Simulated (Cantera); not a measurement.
A Cantera script and its output.

```python
import numpy as np
import cantera as ct

gas = ct.Solution("gri30.yaml", transport_model="mixture-averaged")
show = ['C2H2', 'O', 'H']

rows = []
print(f"{'T/K':>7s}{'rho':>11s}{'cp':>10s}{'mu':>11s}{'lambda':>11s}{'Pr':>7s}" + "".join(f"{'D_' + s:>11s}" for s in show))
for T in [400, 600, 800, 1000, 1200, 1400, 1600]:
    gas.TPX = T, 4300, {'N2O': 0.15, 'N2': 0.23}
    Pr = gas.cp_mass * gas.viscosity / gas.thermal_conductivity
    D = [gas.mix_diff_coeffs_mole[gas.species_index(s)] for s in show]
    rows.append([gas.density, gas.cp_mass, gas.viscosity, gas.thermal_conductivity, Pr, *D])
    print(f"{T:7g}{gas.density:11.4e}{gas.cp_mass:10.1f}{gas.viscosity:11.4e}"
          f"{gas.thermal_conductivity:11.4e}{Pr:7.3f}" + "".join(f"{d:11.4e}" for d in D))
print("SI units: kg/m3, J/kg/K, Pa s, W/m/K, m2/s")
```

It prints:

```
    T/K        rho        cp         mu     lambda     Pr     D_C2H2        D_O        D_H
    400 4.4385e-02    1008.0 2.1040e-05 2.9667e-02  0.715 5.8410e-04 1.1360e-03 4.4012e-03
    600 2.9590e-02    1087.8 2.8642e-05 4.3347e-02  0.719 1.2036e-03 2.2801e-03 8.9616e-03
    800 2.2193e-02    1156.6 3.5161e-05 5.6218e-02  0.723 1.9819e-03 3.7072e-03 1.4669e-02
   1000 1.7754e-02    1212.6 4.0997e-05 6.8329e-02  0.728 2.9009e-03 5.3882e-03 2.1398e-02
   1200 1.4795e-02    1249.3 4.6354e-05 7.9755e-02  0.726 3.9486e-03 7.3036e-03 2.9067e-02
   1400 1.2682e-02    1279.4 5.1354e-05 9.0568e-02  0.725 5.1164e-03 9.4387e-03 3.7614e-02
   1600 1.1096e-02    1303.7 5.6075e-05 1.0083e-01  0.725 6.3978e-03 1.1782e-02 4.6993e-02
SI units: kg/m3, J/kg/K, Pa s, W/m/K, m2/s
```

Model: GRI-Mech 3.0 (53 species, 325 reactions), integrated in Cantera. The composition is frozen, though it would react at the higher temperatures.
